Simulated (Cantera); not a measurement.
## Silicon nitride deposition: SiH₂Cl₂ + N₂

Charge: 1 mol SiH₂Cl₂, a varied amount of N₂, equilibrated at 923.15 K and 10.0 mbar.

Method: chemical equilibrium by Gibbs-energy minimisation in Cantera with the NASA 1993 tables (ideal gas, pure condensed phases). Candidate condensed phases: NH₄Cl, Si, Si₃N₄; 28 gas species. N₂ is the only nitrogen source here; it is nearly inert below about 1500 K, so the nitride shown seldom forms there in practice. The numbers say what is thermodynamically allowed, not how fast it happens.

From 6.2 mol N₂ to 35 mol N₂ the condensed part is Si₃N₄(s). The main Si-bearing gas is SiCl₄ throughout. The share of Si in condensed phases is highest at 35 mol N₂ (85.9 %) and lowest at 6.2 mol N₂ (80.2 %).

| n(N₂) (mol) | x N₂ | x HCl | x H₂ | x SiCl₄ | x SiHCl₃ | x SiCl₃ | x NH₃ | x SiCl₂ | n Si₃N₄(s) |
|---|---|---|---|---|---|---|---|---|---|
| 6.2 | 0.759 | 0.162 | 0.0530 | 0.0265 | 3.10e-5 | 8.03e-6 | 1.07e-7 | 9.78e-8 | 0.267 |
| 11 | 0.852 | 0.105 | 0.0290 | 0.0145 | 1.43e-5 | 5.01e-6 | 4.60e-8 | 6.96e-8 | 0.274 |
| 16 | 0.894 | 0.0774 | 0.0192 | 0.00957 | 8.46e-6 | 3.64e-6 | 2.53e-8 | 5.56e-8 | 0.278 |
| 20 | 0.913 | 0.0642 | 0.0149 | 0.00743 | 6.14e-6 | 3.00e-6 | 1.75e-8 | 4.87e-8 | 0.281 |
| 25 | 0.930 | 0.0531 | 0.0115 | 0.00574 | 4.43e-6 | 2.46e-6 | 1.20e-8 | 4.25e-8 | 0.283 |
| 30 | 0.941 | 0.0454 | 0.00928 | 0.00464 | 3.39e-6 | 2.10e-6 | 8.75e-9 | 3.81e-8 | 0.285 |
| 35 | 0.949 | 0.0396 | 0.00774 | 0.00387 | 2.70e-6 | 1.83e-6 | 6.69e-9 | 3.47e-8 | 0.286 |
x: gas mole fraction; n: condensed amount in mol.
